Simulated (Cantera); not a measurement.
Charge: 1 mol Pb, 0.0046 mol H2S, 55 mol H2, held at 7.50 Torr.

These are equilibrium values from Cantera (NASA tables, ideal gas, pure condensed phases), not measurements of a reactor. Candidate condensed phases: Pb, PbS, S; 10 gas species. The numbers say what is thermodynamically allowed, not how fast it happens. All values below are at 1673 K.

Base state: H2 0.981, Pb 0.0178, H 0.00113, H2S 4.00e-5, PbS 3.43e-5 (mole fractions); condensed: gas only.

Problem. What changes in the equilibrium state with this change: H2S from 0.0046 to 0.3 mol?

Solution. 
```
species   before     after
-------  -------  --------
H2         0.981     0.978
Pb        0.0178    0.0158
H2S      4.00e-5   0.00250
S2       5.68e-8  0.000222
S        5.87e-7   3.67e-5
SH       7.07e-6  0.000441
PbS      3.43e-5   0.00191
```

Problem. What changes in the equilibrium state with this change: H2S from 0.0046 to 1.5 mol?

Solution. 
```json
[
 {"species": "H2", "before": "0.981", "after": "0.965"},
 {"species": "Pb", "before": "0.0178", "after": "0.0115"},
 {"species": "H2S", "before": "4.00e-5", "after": "0.0103"},
 {"species": "S2", "before": "5.68e-8", "after": "0.00391"},
 {"species": "S", "before": "5.87e-7", "after": "0.000154"}
]
```
